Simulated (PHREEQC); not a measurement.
Consider water at 25 °C with 140 mmol/kgw CuSO4, 4.3 mmol/kgw MgSO4, 0.1 mmol/kgw HCl and 0.47 mmol/kgw NaCl. Closed to the air; pH follows from the charge balance.

The numbers come from PHREEQC with the ion-association model, phreeqc.dat.

```json
[
 {"quantity": "pH", "before": "4.34", "after": "4.12"},
 {"quantity": "ionic strength (mol/kgw)", "before": "0.285", "after": "0.0137"},
 {"quantity": "SO4-2 (mol/kgw)", "before": "0.0709", "after": "0.00327"},
 {"quantity": "MgSO4 (mol/kgw)", "before": "0.00241", "after": "0.00101"},
 {"quantity": "Mg+2 (mol/kgw)", "before": "0.00189", "after": "0.00329"},
 {"quantity": "Cl- (mol/kgw)", "before": "0.000540", "after": "0.000570"}
]
```

Q: Which change was made?
A. temperature from 25 to 70 °C
B. NaCl left out
C. CuSO4 left out
D. MgSO4 from 0.0043 to 0.0086 mol/kgw

A: C, CuSO4 left out

No solid was allowed to form.
